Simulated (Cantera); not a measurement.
**Low-pressure radical oxidation in H2/O2**

An isothermal, constant-pressure homogeneous reactor starts with 2.15 % H₂, 97.8 % O₂, equivalence ratio 0.011, at 1425 K and 0.0133 bar.

Cantera simulation using the H2/O2 subset of GRI-Mech 3.0, which has no nitrogen chemistry; the numbers are that mechanism's predictions, not measurements. Radical loss at walls, strong at low pressure, is not modelled.

| t (s) | x H₂ | x O₂ | x H₂O₂ | x H₂O | x H | x OH |
|---|---|---|---|---|---|---|
| 0.000400 | 0.0215 | 0.978 | 4.46e-10 | 1.01e-6 | 2.08e-7 | 9.32e-7 |
| 0.00110 | 0.0213 | 0.978 | 2.58e-9 | 0.000132 | 2.03e-5 | 9.51e-5 |
| 0.00303 | 0.000326 | 0.959 | 2.43e-8 | 0.0189 | 0.00132 | 0.00330 |
| 0.00835 | 0.000169 | 0.959 | 1.98e-8 | 0.0194 | 0.00114 | 0.00287 |
| 0.0230 | 0.000158 | 0.960 | 1.95e-8 | 0.0195 | 0.00103 | 0.00279 |
| 0.0632 | 0.000134 | 0.963 | 1.85e-8 | 0.0198 | 0.000795 | 0.00257 |
| 0.174 | 8.97e-5 | 0.968 | 1.61e-8 | 0.0203 | 0.000424 | 0.00210 |
| 0.479 | 3.87e-5 | 0.974 | 1.14e-8 | 0.0209 | 0.000117 | 0.00139 |
| 1.32 | 1.02e-5 | 0.977 | 5.78e-9 | 0.0214 | 1.54e-5 | 0.000712 |
| 3.63 | 2.03e-6 | 0.978 | 2.14e-9 | 0.0216 | 1.36e-6 | 0.000318 |
| 10.0 | 4.23e-7 | 0.978 | 7.05e-10 | 0.0217 | 1.29e-7 | 0.000146 |
x: mole fraction; the columns are a selection and need not sum to one.

Equilibrium at this temperature and pressure: H₂ 1.26e-7, O₂ 0.978, H₂O₂ 3.26e-10, H₂O 0.0217, H 2.11e-8, OH 7.95e-5 (gas phase only).
